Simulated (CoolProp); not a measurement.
Aqueous potassium formate as a coolant, at 35 °C, 1 atm.

Values from CoolProp's Melinder's fits for secondary coolants.

```json
[
 {"mass %": "1.9", "freezing point (°C)": "-0.8", "conductivity (W/(m K))": "0.618", "Prandtl number": "5.02", "cp (kJ/(kg K))": "4.107", "density (kg/m³)": "1006"},
 {"mass %": "6.3", "freezing point (°C)": "-2.9", "conductivity (W/(m K))": "0.606", "Prandtl number": "5.31", "cp (kJ/(kg K))": "3.947", "density (kg/m³)": "1033"},
 {"mass %": "10.7", "freezing point (°C)": "-5.3", "conductivity (W/(m K))": "0.597", "Prandtl number": "5.50", "cp (kJ/(kg K))": "3.792", "density (kg/m³)": "1059"},
 {"mass %": "15.2", "freezing point (°C)": "-8.1", "conductivity (W/(m K))": "0.588", "Prandtl number": "5.72", "cp (kJ/(kg K))": "3.637", "density (kg/m³)": "1087"},
 {"mass %": "19.6", "freezing point (°C)": "-11.3", "conductivity (W/(m K))": "0.580", "Prandtl number": "6.04", "cp (kJ/(kg K))": "3.490", "density (kg/m³)": "1114"},
 {"mass %": "24", "freezing point (°C)": "-15.0", "conductivity (W/(m K))": "0.572", "Prandtl number": "6.46", "cp (kJ/(kg K))": "3.349", "density (kg/m³)": "1143"},
 {"mass %": "28.4", "freezing point (°C)": "-19.4", "conductivity (W/(m K))": "0.563", "Prandtl number": "6.93", "cp (kJ/(kg K))": "3.215", "density (kg/m³)": "1173"},
 {"mass %": "32.9", "freezing point (°C)": "-24.7", "conductivity (W/(m K))": "0.553", "Prandtl number": "7.44", "cp (kJ/(kg K))": "3.088", "density (kg/m³)": "1204"},
 {"mass %": "37.3", "freezing point (°C)": "-30.7", "conductivity (W/(m K))": "0.542", "Prandtl number": "7.96", "cp (kJ/(kg K))": "2.973", "density (kg/m³)": "1235"},
 {"mass %": "41.7", "freezing point (°C)": "-37.9", "conductivity (W/(m K))": "0.529", "Prandtl number": "8.60", "cp (kJ/(kg K))": "2.866", "density (kg/m³)": "1268"}
]
```
